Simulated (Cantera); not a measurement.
Cantera run:

```python
import numpy as np
import cantera as ct

gas_names = """
    CL CL2 H HCL H2 N NH NH2 NH3 N2 N2H2 N2H4 Si SiCL SiCL2 SiCL3 SiCL4 SiH SiHCL3 SiH2 SiH2CL2 SiH3
    SiH3CL SiH4 SiN Si2 Si2N Si3
""".split()
cond_names = """
    NH4CL(a) NH4CL(b) Si(cr) Si(L) Si3N4(a)
""".split()


# ... load() reads the species with a 1 bar reference pressure and builds the phases ...
atoms = {
    'Si3H8': {'Si': 3, 'H': 8},
    'Cl2': {'CL': 2},
    'N2': {'N': 2},
}
top_T = {'Si3N4(a)': 2400}  # K; cautious upper limits of use, not melting points


# ... equilibrate(T, P, feed) seeds the gas with the atoms and calls Mixture.equilibrate('TP', solver="vcs", rtol=1e-11, max_steps=5000) ...
results = []
feed = {'Si3H8': 1, 'Cl2': 0.052, 'N2': 250}  # mol
T = 925  # K
P = 43000  # Pa
mix = equilibrate(T, P, feed)
results.append((T, P, feed, dict(zip(mix.species_names, mix.species_moles))))
x = sorted(zip(gas.X, gas.species_names), reverse=True)
print(f"T = {T:g} K  P = {P:g} Pa  gas = {mix.phase_moles(0):.4g} mol")
print("   x: " + "  ".join(f"{s} {v:.3e}" for v, s in x if v > 1e-06))
print("   condensed (mol): " + ("  ".join(f"{mix.phase(i).name} {mix.phase_moles(i):.4g}"
      for i in range(1, mix.n_phases) if mix.phase_moles(i) > 1e-12) or "none"))
```

Result:

```
T = 925 K  P = 43000 Pa  gas = 252.1 mol
   x: N2 9.839e-01  H2 1.566e-02  HCL 4.126e-04
   condensed (mol): Si3N4(a) 1
```

Method: chemical equilibrium by Gibbs-energy minimisation in Cantera with the NASA 1993 tables (ideal gas, pure condensed phases). The feed counts by its element totals alone. N2 is the only nitrogen source here; it is nearly inert below about 1500 K, so the nitride shown seldom forms there in practice.
